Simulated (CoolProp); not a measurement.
Propane at 293.15 K and 0.151 MPa is throttled through a valve to 0.0758 MPa with no heat exchange. Each further row changes one setting.

Values from CoolProp's reference Helmholtz-energy equation of state, Lemmon 2009.

| case | temperature change (K) | final density (kg/m³) |
|---|---|---|
| as stated | [?] | [?] |
| outlet pressure 0.0227 MPa | -2.3 | 0.416 |
| outlet pressure 0.0985 MPa | -1.0 | [?] |

Q: Fill in the missing entries.

A: 
- as stated, temperature change (K): -1.4
- as stated, final density (kg/m³): 1.40
- outlet pressure 0.0985 MPa, final density (kg/m³): 1.82
